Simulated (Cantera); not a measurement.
Feed: 1 mol SiH4, 2 mol H2, equilibrated at 0.133 bar.

These are equilibrium values from Cantera (NASA tables, ideal gas, pure condensed phases), not measurements of a reactor. Candidate condensed phases: Si; 9 gas species. Gases not in the tables: Si2H6 and higher silanes. Rates play no part. All values below are at 1575 °C.

Base state: H2 0.998, H 0.00145, Si 4.71e-5, SiH2 4.15e-5, SiH 1.71e-5 (mole fractions); condensed: Si(l).

What changes in the equilibrium state with this change: SiH4 replaced by Si(CH3)4?


```json
[
 {"species": "H2", "before": "0.998", "after": "0.998"},
 {"species": "H", "before": "0.00145", "after": "0.00145"},
 {"species": "C2H2 (acetylene)", "before": "0", "after": "0.000257"},
 {"species": "CH4", "before": "0", "after": "8.75e-5"},
 {"species": "Si", "before": "4.71e-5", "after": "1.40e-6"},
 {"species": "SiH2", "before": "4.15e-5", "after": "1.24e-6"},
 {"species": "SiH", "before": "1.71e-5", "after": "5.10e-7"},
 {"species": "Si(l), mol", "before": "1.000", "after": "0"},
 {"species": "C(graphite), mol", "before": "0", "after": "3.00"},
 {"species": "SiC(s), mol", "before": "0", "after": "1.000"}
]
```
Further candidate phases: C, C6H6, C7H8, C8H18, SiC.
